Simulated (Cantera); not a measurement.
# Equilibrium for silicon epitaxy and polysilicon growth: SiHCl3 + H2 + HCl

Feed: 1 mol SiHCl3, 200 mol H2, 2.2 mol HCl, held at 10.0 mbar.

Equilibrium computed with Cantera from the NASA thermochemical tables; the gas is ideal and each condensed phase is pure. Candidate condensed phases: Si; 19 gas species. The tables' values for SiCl3 are old estimates; treat these amounts as uncertain. Equilibrium is a limit: real reactors are often held back by kinetics, nucleation or transport.

| T (K) | log p H2 | log p HCl | log p SiCl4 | log p SiCl2 | log p SiHCl3 | n Si(s) |
|---|---|---|---|---|---|---|
| 848 | -2.01 | -4.16 | -4.40 | -7.33 | -5.04 | 0 |
| 948 | -2.01 | -4.01 | -4.55 | -5.83 | -4.89 | 0.105 |
| 1048 | -2.01 | -3.75 | -4.99 | -5.22 | -5.23 | 0.503 |
| 1148 | -2.01 | -3.66 | -5.84 | -4.97 | -5.89 | 0.695 |
| 1248 | -2.01 | -3.65 | -6.81 | -4.88 | -6.63 | 0.713 |
| 1348 | -2.01 | -3.65 | -7.68 | -4.84 | -7.29 | 0.697 |
| 1448 | -2.01 | -3.65 | -8.44 | -4.81 | -7.87 | 0.677 |
log p: log10 of the partial pressure in bar; n: condensed amount in mol.

At 848 K nothing is condensed. From 948 K to 1448 K the condensed part is Si(s). The main Si-bearing gas is SiCl4 at 848 K and SiCl2 at 1448 K. The share of Si in condensed phases is highest at 1248 K (71.3 %) and lowest at 848 K (0.0 %).
